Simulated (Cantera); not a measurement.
A closed system holds: 1 mol AlN, 0.014 mol HCl, equilibrated at 0.133 bar.

Equilibrium computed with Cantera from the NASA thermochemical tables; the gas is ideal and each condensed phase is pure. Candidate condensed phases: Al, AlCl3, AlN, NH4Cl; 20 gas species. The tables' values for AlCl2 are old estimates; treat these amounts as uncertain. Rates play no part. All values below are at 1150 K.

Base state: H2 0.433, AlCl3 0.289, N2 0.144, HCl 0.133, Al2Cl6 0.000185, AlCl2 5.78e-5 (mole fractions); condensed: AlN(s).

### Question
What changes in the equilibrium state with this change: pressure from 0.133 bar to 1.00 bar?

### Answer
```csv
species,before,after
H2,0.433,0.434
AlCl3,0.289,0.287
N2,0.144,0.145
Al2Cl6,0.000185,0.00137
HCl,0.133,0.133
NH3,3.53e-6,2.65e-5
AlCl2,5.78e-5,2.10e-5
"AlN(s), mol",0.996,0.996
```
